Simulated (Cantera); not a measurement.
Standard-state values (1 bar) from the NASA 1993 polynomials, evaluated with Cantera. Values are per mole of reaction as written; species without (g) are pure solids or liquids, kept so even where they would boil at 1 bar.

NO₂(g) + 2 VO₂(g) ⇌ V₂O₅ + NO(g)

```
T (K)  ΔH° (kJ)  ΔS° (J/K)  ΔG° (kJ)  log10 K  condensed phases
-----  --------  ---------  --------  -------  ----------------
300     -1028.2     -429.2    -899.4   156.60           V₂O₅(s)
1300          ?          ?         ?        ?           V₂O₅(l)
1450     -903.0     -281.7    -494.5    17.81           V₂O₅(l)
1600          ?          ?         ?        ?           V₂O₅(l)
1750     -886.3     -271.2    -411.6    12.29           V₂O₅(l)
1900     -878.1     -266.8    -371.3    10.21           V₂O₅(l)
```

Question: Fill in the missing entries.

Answer: 
- 1300, ΔH° (kJ): -911.6
- 1300, ΔS° (J/K): -288.0
- 1300, ΔG° (kJ): -537.2
- 1300, log10 K: 21.59
- 1600, ΔH° (kJ): -894.6
- 1600, ΔS° (J/K): -276.2
- 1600, ΔG° (kJ): -452.7
- 1600, log10 K: 14.78
